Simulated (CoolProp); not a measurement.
Vapour-liquid equilibrium of isohexane (1) + n-heptane (2) at 2.33 bar; x and y are mole fractions of (1).

The numbers come from the multi-fluid Helmholtz-energy mixture model, Lemmon 2006 and Span 2003; pair parameters Bell 2016 in CoolProp.

### Question
Give the bubble temperature and the first vapour's composition at x = 0.2, 0.35, 0.5. Is there an azeotrope?

### Answer
x = 0.2: 391.6 K, y = 0.377; x = 0.35: 384.6 K, y = 0.572; x = 0.5: 378.4 K, y = 0.718. No azeotrope shows between x = 0.05 and 0.95.

Pair parameters are fitted to limited data, so mixtures are less certain than the pure fluids.
